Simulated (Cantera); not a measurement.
Feed: 1 mol BCl₃, 3.7 mol NH₃, 0.48 mol H₂, equilibrated at 1950 K and 1.00 bar.

Equilibrium computed with Cantera from the NASA thermochemical tables; the gas is ideal and each condensed phase is pure. Candidate condensed phases: B, BN, NH₄Cl; 21 gas species. The tables' values for BCl₂, BCl are old estimates; treat these amounts as uncertain. Gases not in the tables: BHCl₂. Rates play no part.

Base state: H₂ 0.511, HCl 0.334, N₂ 0.152, H 0.000819, BCl₃ 0.000743, Cl 0.000402, BCl₂ 0.000156, BCl 0.000141 (mole fractions); condensed: BN(s).

Problem. What changes in the equilibrium state with this change: pressure from 1.00 bar to 0.0120 bar?

Solution. 
```tsv
species	before	after
H₂	0.511	0.507
HCl	0.334	0.313
N₂	0.152	0.156
BCl	0.000141	0.0109
H	0.000819	0.00745
BH₂	3.37e-6	3.02e-5
Cl	0.000402	0.00345
BCl₂	0.000156	0.00125
BCl₃	0.000743	0.000611
BN(s), mol	0.991	0.884
```
The tables' values for BCl, BCl₂, BH₂ are old estimates; treat these amounts as uncertain.
